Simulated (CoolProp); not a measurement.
CHF3 (R23) along the isotherm 4.85 °C: density (kg/m³) from the reference equation and from simpler models built on Tc = 26.1 °C, pc = 48.32 bar, ω = 0.263; each cubic takes its own stable root.

Values from CoolProp's reference Helmholtz-energy equation of state, Penoncello 2003.

| p (bar) | phase | reference |
|---|---|---|
| 0.229 | gas | 0.6952 |
| 0.522 | gas | 1.589 |
| 1.19 | gas | 3.647 |
| 2.7 | gas | 8.402 |
| 6.15 | gas | 19.86 |
| 14 | gas | 50.01 |
| 31.8 | liquid | 1004 |
| 72.5 | liquid | 1071 |

Problem. How far does each simpler model (van der Waals, Redlich-Kwong, Soave-Redlich-Kwong, Peng-Robinson) lie from the reference over these 8 states: mean and median of the absolute difference, and the worst?

Solution. 
- van der Waals: mean 16.4 %, median 1.1 %, worst -85.8 % at 4.85 °C and 31.8 bar
- Redlich-Kwong: mean 6.1 %, median 0.5 %, worst -25.8 % at 4.85 °C and 31.8 bar
- Soave-Redlich-Kwong: mean 5.1 %, median 0.3 %, worst -21.1 % at 4.85 °C and 31.8 bar
- Peng-Robinson: mean 2.3 %, median 0.0 %, worst -10.9 % at 4.85 °C and 31.8 bar

At some of these states van der Waals gives the other phase, because its saturation line lies elsewhere.
